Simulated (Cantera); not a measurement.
A Cantera script and what it prints.

```python
import numpy as np
import cantera as ct

gas_names = [...]  # 110 gases of nasa_gas.yaml made of C, H, O
cond_names = """
    C(gr) C6H6(L) C7H8(L) C8H18(L),n-octa H2O(s) H2O(L)
""".split()


# ... load() reads the species with a 1 bar reference pressure and builds the phases ...
atoms = {
    'C2H5OH': {'C': 2, 'H': 6, 'O': 1},
    'H2': {'H': 2},
}
top_T = {'C(gr)': 4500}  # K; cautious upper limits of use, not melting points


# ... equilibrate(T, P, feed) seeds the gas with the atoms and calls Mixture.equilibrate('TP', solver="vcs", rtol=1e-11, max_steps=5000) ...
results = []
feed = {'C2H5OH': 1, 'H2': 40}  # mol
P = 670  # Pa
for T in [625, 825, 1025, 1225, 1425, 1625, 1825, 2025, 2225, 2425, 2625]:
    mix = equilibrate(T, P, feed)
    results.append((T, P, feed, dict(zip(mix.species_names, mix.species_moles))))

top = {s: max(r[3][s] / sum(r[3][g] for g in gas_names) for r in results) for s in gas_names}
cols = sorted((s for s in top if top[s] > 0.0001), key=lambda s: -top[s])[:5]
seen = [c for c in cond_names if any(r[3].get(c, 0) > 1e-12 for r in results)]
print("log10 of partial pressures in bar; condensed amounts in mol")
print(f"{'T/K':>10s}" + "".join(f"{s[:9]:>10s}" for s in cols + seen))
for T, P, feed, n in results:
    ng = sum(n[g] for g in gas_names)
    print(f"{T:10.4g}" + "".join(f"{np.log10(max(n[s] / ng * P / 1e5, 1e-99)):10.3f}" for s in cols)
          + "".join(f"{n.get(c, 0):10.4g}" for c in seen))
```

Result:

```
log10 of partial pressures in bar; condensed amounts in mol
       T/K        H2         H       CH4       H2O        CO     C(gr)
       625    -2.207   -16.673    -3.487    -3.790    -6.182         0
       825    -2.186   -12.194    -4.416    -4.939    -3.853     0.831
      1025    -2.184    -9.453    -5.502    -6.578    -3.818    0.9811
      1225    -2.184    -7.598    -6.250    -7.708    -3.817    0.9964
      1425    -2.184    -6.258    -6.792    -8.519    -3.817    0.9987
      1625    -2.184    -5.244    -7.201    -9.128    -3.818    0.9965
      1825    -2.186    -4.449    -7.522    -9.603    -3.819    0.9814
      2025    -2.195    -3.813    -7.790    -9.991    -3.822    0.9229
      2225    -2.219    -3.298    -8.042   -10.332    -3.834    0.7568
      2425    -2.282    -2.888    -8.333   -10.674    -3.862    0.3893
      2625    -2.412    -2.578    -8.787   -11.010    -3.913         0
```

Cantera equilibrium calculation (NASA polynomials, part measured and part estimated; ideal gas, pure solids and liquids).
